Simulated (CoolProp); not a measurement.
Model: reference Helmholtz-energy equation of state, Thol 2015, in CoolProp.

Question: Give the vapour pressure (MPa), liquid density (kg/m³), vapour density (kg/m³), enthalpy of vaporisation (kJ/kg) of saturated octamethylcyclotetrasiloxane (D4) at 375.2, 471.2, 497.4 K.

Answer: 
```json
[
 {"T (K)": "375.2", "p (MPa)": "0.00951", "liquid density (kg/m³)": "861", "vapour density (kg/m³)": "0.916", "enthalpy of vaporisation (kJ/kg)": "158"},
 {"T (K)": "471.2", "p (MPa)": "0.173", "liquid density (kg/m³)": "733", "vapour density (kg/m³)": "14.7", "enthalpy of vaporisation (kJ/kg)": "122"},
 {"T (K)": "497.4", "p (MPa)": "0.300", "liquid density (kg/m³)": "691", "vapour density (kg/m³)": "25.9", "enthalpy of vaporisation (kJ/kg)": "110"}
]
```
